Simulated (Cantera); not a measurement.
## Thermodynamics of silicon carbide growth, feed Si(CH3)4 + H2 + HCl

Input: 1 mol Si(CH3)4, 170 mol H2, 0.33 mol HCl, held at 59000 Pa.

These are equilibrium values from Cantera (NASA tables, ideal gas, pure condensed phases), not measurements of a reactor. Candidate condensed phases: C, C6H6, C7H8, C8H18, Si, SiC; 109 gas species. The numbers say what is thermodynamically allowed, not how fast it happens.

| T (°C) | x H2 | x CH4 | x HCl | x H | x C2H2 (acetylene) | x CH3 | n SiC(s) | n C(graphite) |
|---|---|---|---|---|---|---|---|---|
| 800 | 0.981 | 0.0173 | 0.00190 | 1.81e-8 | 3.10e-9 | 5.75e-9 | 1.000 | 0 |
| 900 | 0.987 | 0.0112 | 0.00189 | 1.52e-7 | 6.04e-8 | 3.26e-8 | 1.000 | 1.05 |
| 1000 | 0.993 | 0.00546 | 0.00188 | 9.25e-7 | 3.69e-7 | 9.93e-8 | 1.000 | 2.04 |
| 1100 | 0.995 | 0.00294 | 0.00188 | 4.32e-6 | 1.72e-6 | 2.55e-7 | 1.000 | 2.48 |
| 1200 | 0.996 | 0.00172 | 0.00187 | 1.64e-5 | 6.48e-6 | 5.73e-7 | 1.000 | 2.69 |
| 1300 | 0.997 | 0.00108 | 0.00187 | 5.29e-5 | 2.06e-5 | 1.16e-6 | 1.000 | 2.80 |
| 1400 | 0.997 | 0.000712 | 0.00187 | 0.000148 | 5.68e-5 | 2.15e-6 | 1.000 | 2.85 |
| 1500 | 0.997 | 0.000494 | 0.00187 | 0.000370 | 0.000140 | 3.72e-6 | 1.000 | 2.86 |
| 1600 | 0.997 | 0.000357 | 0.00187 | 0.000839 | 0.000311 | 6.04e-6 | 0.999 | 2.83 |
| 1700 | 0.995 | 0.000267 | 0.00187 | 0.00175 | 0.000638 | 9.33e-6 | 0.998 | 2.73 |
x: gas mole fraction; n: condensed amount in mol.

At 800 °C the condensed part is SiC(s). From 900 °C to 1700 °C the condensed part is C(graphite) + SiC(s). The main Si-bearing gas is SiHCl3 at 800 °C and SiH2 at 1700 °C.
